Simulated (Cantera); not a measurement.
Cantera run:

```python
import numpy as np
import cantera as ct

gas_names = [...]  # 110 gases of nasa_gas.yaml made of C, H, O
cond_names = """
    C(gr) C6H6(L) C7H8(L) C8H18(L),n-octa H2O(s) H2O(L)
""".split()


# ... load() reads the species with a 1 bar reference pressure and builds the phases ...
atoms = {
    'C6H6': {'C': 6, 'H': 6},
    'CO2': {'C': 1, 'O': 2},
    'H2': {'H': 2},
}
top_T = {'C(gr)': 4500}  # K; cautious upper limits of use, not melting points


# ... equilibrate(T, P, feed) seeds the gas with the atoms and calls Mixture.equilibrate('TP', solver="vcs", rtol=1e-11, max_steps=5000) ...
results = []
feed = {'C6H6': 1, 'CO2': 0.057, 'H2': 40}  # mol
P = 960  # Pa
for T in [950, 1150, 1350, 1550, 1750, 1950, 2150, 2350, 2550, 2750]:
    mix = equilibrate(T, P, feed)
    results.append((T, P, feed, dict(zip(mix.species_names, mix.species_moles))))
    x = sorted(zip(gas.X, gas.species_names), reverse=True)
    print(f"T = {T:g} K  P = {P:g} Pa  gas = {mix.phase_moles(0):.4g} mol")
    print("   x: " + "  ".join(f"{s} {v:.3e}" for v, s in x if v > 0.0001))
    print("   condensed (mol): " + ("  ".join(f"{mix.phase(i).name} {mix.phase_moles(i):.4g}"
          for i in range(1, mix.n_phases) if mix.phase_moles(i) > 1e-12) or "none"))
```

Output:

```
T = 950 K  P = 960 Pa  gas = 43.04 mol
   x: H2 9.958e-01  CO 2.625e-03  CH4 1.595e-03
   condensed (mol): C(gr) 5.875
T = 1150 K  P = 960 Pa  gas = 43.1 mol
   x: H2 9.971e-01  CO 2.644e-03  CH4 2.234e-04
   condensed (mol): C(gr) 5.933
T = 1350 K  P = 960 Pa  gas = 43.11 mol
   x: H2 9.973e-01  CO 2.644e-03
   condensed (mol): C(gr) 5.941
T = 1550 K  P = 960 Pa  gas = 43.12 mol
   x: H2 9.970e-01  CO 2.644e-03  H 3.210e-04
   condensed (mol): C(gr) 5.941
T = 1750 K  P = 960 Pa  gas = 43.16 mol
   x: H2 9.949e-01  CO 2.641e-03  H 2.368e-03  C2H2,acetylene 1.143e-04
   condensed (mol): C(gr) 5.933
T = 1950 K  P = 960 Pa  gas = 43.37 mol
   x: H2 9.852e-01  H 1.161e-02  CO 2.629e-03  C2H2,acetylene 5.385e-04
   condensed (mol): C(gr) 5.896
T = 2150 K  P = 960 Pa  gas = 44.04 mol
   x: H2 9.535e-01  H 4.203e-02  CO 2.589e-03  C2H2,acetylene 1.847e-03
   condensed (mol): C(gr) 5.78
T = 2350 K  P = 960 Pa  gas = 45.84 mol
   x: H2 8.737e-01  H 1.190e-01  C2H2,acetylene 4.820e-03  CO 2.487e-03
   condensed (mol): C(gr) 5.495
T = 2550 K  P = 960 Pa  gas = 49.85 mol
   x: H2 7.179e-01  H 2.697e-01  C2H2,acetylene 9.547e-03  CO 2.287e-03  C2H 2.858e-04  C3 1.110e-04
   condensed (mol): C(gr) 4.931
T = 2750 K  P = 960 Pa  gas = 57.31 mol
   x: H2 4.909e-01  H 4.892e-01  C2H2,acetylene 1.381e-02  CO 1.989e-03  C3 1.757e-03  C2H 1.596e-03  C 3.933e-04  C2 1.699e-04  C4H2 1.616e-04
   condensed (mol): C(gr) 3.786
```

Cantera equilibrium calculation (NASA polynomials, part measured and part estimated; ideal gas, pure solids and liquids).
